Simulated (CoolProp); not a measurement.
Octamethylcyclotetrasiloxane (D4) at several states: density (kg/m³) from the reference equation and from simpler models built on Tc = 313.4 °C, pc = 1347 kPa, ω = 0.598; each cubic takes its own stable root.

Values from CoolProp's reference Helmholtz-energy equation of state, Thol 2015.

```tsv
T (°C)	p (kPa)	phase	reference
39.45	5590	liquid	942.7
149.65	25.8	gas	2.229
180.25	2300	liquid	770.6
```

### Question
How far does each simpler model (van der Waals, Redlich-Kwong, Soave-Redlich-Kwong) lie from the reference over these 3 states: mean and median of the absolute difference, and the worst?

### Answer
- van der Waals: mean 27.1 %, median 39.2 %, worst -41.1 % at 39.45 °C and 5590 kPa
- Redlich-Kwong: mean 10.2 %, median 14.8 %, worst -15.1 % at 180.25 °C and 2300 kPa
- Soave-Redlich-Kwong: mean 6.5 %, median 8.3 %, worst -11.0 % at 39.45 °C and 5590 kPa
